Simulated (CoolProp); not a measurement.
Model: reference Helmholtz-energy equation of state, Beckmüller 2019, in CoolProp.

Question: For n-octane, give the phase and the cv (kJ/(kg K)), Joule-Thomson coefficient (K/MPa), expansivity (1/kK), fugacity coefficient at 608.6 K and 12500 kPa; 259.2 K and 617 kPa.

Answer: 
- 608.6 K and 12500 kPa: supercritical; cv 2.91, Joule-Thomson coefficient 0.315, expansivity 2.42, fugacity coefficient 0.311
- 259.2 K and 617 kPa: liquid; cv 1.67, Joule-Thomson coefficient -0.470, expansivity 1.08, fugacity coefficient 0.000235
